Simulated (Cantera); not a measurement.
Thermodynamics of silicon nitride deposition, feed SiHCl3 + N2 + NH3

Feed: 1 mol SiHCl3, 0.29 mol N2, 4.2 mol NH3, held at 0.270 bar.

Method: chemical equilibrium by Gibbs-energy minimisation in Cantera with the NASA 1993 tables (ideal gas, pure condensed phases). Candidate condensed phases: NH4Cl, Si, Si3N4; 28 gas species. The tables' values for SiCl3, SiCl are old estimates; treat these amounts as uncertain. Gases not in the tables: Si2H6 and higher silanes. Kinetics and transport are ignored.

```tsv
T (K)	x H2	x HCl	x N2	x SiCl2	x SiCl4	x SiCl3	x H	x SiHCl3	n Si3N4(s)
798	0.564	0.235	0.184	2.42e-11	0.0164	5.93e-8	3.85e-12	3.48e-5	0.279
898	0.556	0.251	0.181	2.46e-9	0.0124	7.93e-7	1.57e-10	7.62e-5	0.292
998	0.550	0.262	0.179	9.63e-8	0.00956	6.13e-6	3.07e-9	0.000139	0.301
1098	0.546	0.269	0.178	1.89e-6	0.00759	3.20e-5	3.52e-8	0.000224	0.307
1198	0.543	0.274	0.177	2.21e-5	0.00616	0.000124	2.70e-7	0.000329	0.311
1298	0.541	0.277	0.176	0.000174	0.00506	0.000384	1.52e-6	0.000447	0.313
1398	0.540	0.277	0.176	0.000986	0.00410	0.000973	6.69e-6	0.000562	0.311
1498	0.542	0.270	0.178	0.00417	0.00308	0.00200	2.43e-5	0.000635	0.300
1598	0.546	0.252	0.183	0.0130	0.00192	0.00317	7.57e-5	0.000597	0.270
1698	0.555	0.219	0.191	0.0293	0.000892	0.00364	0.000207	0.000435	0.216
1798	0.566	0.177	0.202	0.0500	0.000315	0.00312	0.000510	0.000251	0.147
1898	0.577	0.137	0.212	0.0699	9.44e-5	0.00221	0.00114	0.000125	0.0785
```
x: gas mole fraction; n: condensed amount in mol.

From 798 K to 1898 K the condensed part is Si3N4(s). The main Si-bearing gas is SiCl4 at 798 K and SiCl2 at 1898 K. The share of Si in condensed phases is highest at 1298 K (93.9 %) and lowest at 1898 K (23.6 %).
